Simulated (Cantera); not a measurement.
**Silicon epitaxy and polysilicon growth: SiH4 + HCl + H2**

Feed: 1 mol SiH4, 1.4 mol HCl, a varied amount of H2, at 1423 K and 0.133 bar.

Cantera equilibrium calculation (NASA polynomials, part measured and part estimated; ideal gas, pure solids and liquids). Candidate condensed phases: Si; 19 gas species. The tables' values for SiCl3 are old estimates; treat these amounts as uncertain. The numbers say what is thermodynamically allowed, not how fast it happens.

| n(H2) (mol) | x H2 | x HCl | x SiCl2 | x SiCl3 | x SiCl4 | n Si(s) |
|---|---|---|---|---|---|---|
| 3.7 | 0.859 | 0.0967 | 0.0328 | 0.00526 | 0.00333 | 0.691 |
| 4.4 | 0.869 | 0.0919 | 0.0293 | 0.00443 | 0.00266 | 0.701 |
| 5.3 | 0.880 | 0.0865 | 0.0256 | 0.00362 | 0.00203 | 0.714 |
| 6.4 | 0.891 | 0.0807 | 0.0220 | 0.00288 | 0.00150 | 0.728 |
| 7.7 | 0.902 | 0.0748 | 0.0187 | 0.00226 | 0.00108 | 0.744 |
| 9.3 | 0.912 | 0.0687 | 0.0156 | 0.00172 | 0.000750 | 0.760 |
| 11 | 0.921 | 0.0632 | 0.0131 | 0.00132 | 0.000528 | 0.776 |
| 13 | 0.929 | 0.0578 | 0.0108 | 0.000998 | 0.000364 | 0.791 |
| 16 | 0.939 | 0.0513 | 0.00845 | 0.000687 | 0.000221 | 0.811 |
| 19 | 0.946 | 0.0461 | 0.00678 | 0.000494 | 0.000142 | 0.828 |
| 23 | 0.953 | 0.0407 | 0.00523 | 0.000335 | 8.47e-5 | 0.846 |
x: gas mole fraction; n: condensed amount in mol.

From 3.7 mol H2 to 23 mol H2 the condensed part is Si(s). The main Si-bearing gas is SiCl2 throughout. The share of Si in condensed phases is highest at 23 mol H2 (84.6 %) and lowest at 3.7 mol H2 (69.1 %).
